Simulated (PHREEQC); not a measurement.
**Polishing slurry liquid (model solution)**

Solution (18 °C): 0.032 mol/kgw HNO3 and 0.031 mol/kgw K2SO4. Closed to the air; pH follows from the charge balance.

Computed with PHREEQC (ion-association model, phreeqc.dat).

```
Quantity                      Result
--------------------  --------------
pH                              1.77
ionic strength        0.0970 mol/kgw
specific conductance     11800 µS/cm
density                  1.004 g/cm³
total alkalinity        -32.0 meq/kg
```

```tsv
species	molality	activity	log γ
K+	0.0597	0.0459	-0.114
NO3-	0.0320	0.0243	-0.120
H+	0.0204	0.0169	-0.082
SO4-2	0.0170	0.00647	-0.420
HSO4-	0.0117	0.00915	-0.105
KSO4-	0.00232	0.00184	-0.101
```

This is a speciation only: nothing precipitates in the calculation.
